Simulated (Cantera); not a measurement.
Standard-state values (1 bar) from the NASA 1993 polynomials, evaluated with Cantera. Values are per mole of reaction as written; species without (g) are pure solids or liquids, kept so even where they would boil at 1 bar.

2 FeCl₂ + Cl₂(g) = Fe₂Cl₆(g), with ΔH° = 29.3 kJ and ΔS° = 77.9 J/K at 300 K.

**Question.** How far is the shortcut ΔG° ≈ ΔH°(300 K) − T·ΔS°(300 K) from the full temperature-dependent value at 900, 1050, 1200, 1350, 1500 K?

**Answer.** 
| T (K) | shortcut (kJ) | full (kJ) | difference (kJ) | difference in log10 K | condensed phases |
|---|---|---|---|---|---|
| 900 | -40.8 | -33.7 | -7.1 | 0.41 | FeCl₂(s) |
| 1050 | -52.5 | -32.4 | -20.1 | 1.00 | FeCl₂(l) |
| 1200 | -64.2 | -25.4 | -38.8 | 1.69 | FeCl₂(l) |
| 1350 | -75.8 | -17.2 | -58.6 | 2.27 | FeCl₂(l) |
| 1500 | -87.5 | -8.1 | -79.4 | 2.77 | FeCl₂(l) |
The shortcut ignores heat capacities and the phase changes listed.
